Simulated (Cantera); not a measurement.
## Ammonia decomposition in nitride growth gas

An isothermal, constant-pressure homogeneous reactor starts with NH3 : N2 = 1 : 7.8 (molar parts), at 2348 K and 0.0276 atm.

Computed with Cantera and the gas-phase N/H chemistry of the illustrative SiF4/NH3 mechanism in the Surface Chemkin manual (1991). Walls and surfaces, which speed up NH3 decomposition in real reactors, are not modelled.

```json
[
 {"t (s)": "1.00e-5", "x NH3": "0.114", "x NH": "1.02e-9", "x N": "<1e-12", "x N2": "0.886", "x NH2": "1.22e-5", "x N2H2": "1.88e-11", "x N2H4": "<1e-12"},
 {"t (s)": "3.03e-5", "x NH3": "0.114", "x NH": "1.81e-8", "x N": "1.34e-11", "x N2": "0.886", "x NH2": "4.48e-5", "x N2H2": "4.11e-10", "x N2H4": "2.31e-12"},
 {"t (s)": "9.18e-5", "x NH3": "0.113", "x NH": "2.32e-7", "x N": "5.75e-10", "x N2": "0.886", "x NH2": "0.000148", "x N2H2": "5.90e-9", "x N2H4": "2.58e-11"},
 {"t (s)": "0.000278", "x NH3": "0.113", "x NH": "2.60e-6", "x N": "1.71e-8", "x N2": "0.886", "x NH2": "0.000455", "x N2H2": "7.88e-8", "x N2H4": "2.46e-10"},
 {"t (s)": "0.000843", "x NH3": "0.112", "x NH": "1.72e-5", "x N": "2.07e-7", "x N2": "0.886", "x NH2": "0.00130", "x N2H2": "9.52e-7", "x N2H4": "2.00e-9"},
 {"t (s)": "0.00256", "x NH3": "0.108", "x NH": "4.98e-5", "x N": "1.61e-6", "x N2": "0.884", "x NH2": "0.00223", "x N2H2": "3.89e-6", "x N2H4": "5.93e-9"},
 {"t (s)": "0.00775", "x NH3": "0.0942", "x NH": "6.78e-5", "x N": "5.79e-6", "x N2": "0.879", "x NH2": "0.00167", "x N2H2": "3.37e-6", "x N2H4": "3.33e-9"},
 {"t (s)": "0.0235", "x NH3": "0.0634", "x NH": "7.02e-5", "x N": "1.05e-5", "x N2": "0.869", "x NH2": "0.00104", "x N2H2": "1.94e-6", "x N2H4": "1.28e-9"},
 {"t (s)": "0.0711", "x NH3": "0.0214", "x NH": "4.89e-5", "x N": "1.17e-5", "x N2": "0.854", "x NH2": "0.000432", "x N2H2": "5.17e-7", "x N2H4": "2.22e-10"},
 {"t (s)": "0.216", "x NH3": "0.00117", "x NH": "1.52e-5", "x N": "8.84e-6", "x N2": "0.846", "x NH2": "5.30e-5", "x N2H2": "1.79e-8", "x N2H4": "3.34e-12"},
 {"t (s)": "0.653", "x NH3": "2.48e-6", "x NH": "6.07e-7", "x N": "1.53e-6", "x N2": "0.843", "x NH2": "4.83e-7", "x N2H2": "5.64e-12", "x N2H4": "<1e-12"},
 {"t (s)": "1.98", "x NH3": "3.44e-8", "x NH": "5.76e-8", "x N": "3.79e-7", "x N2": "0.838", "x NH2": "1.75e-8", "x N2H2": "<1e-12", "x N2H4": "<1e-12"},
 {"t (s)": "6.00", "x NH3": "1.60e-8", "x NH": "4.24e-8", "x N": "3.51e-7", "x N2": "0.835", "x NH2": "1.02e-8", "x N2H2": "<1e-12", "x N2H4": "<1e-12"}
]
```
x: mole fraction; the columns are a selection and need not sum to one.

Equilibrium at this temperature and pressure: NH3 1.61e-8, NH 4.28e-8, N 3.55e-7, N2 0.835, NH2 1.03e-8, N2H2 <1e-12, N2H4 <1e-12 (gas phase only).
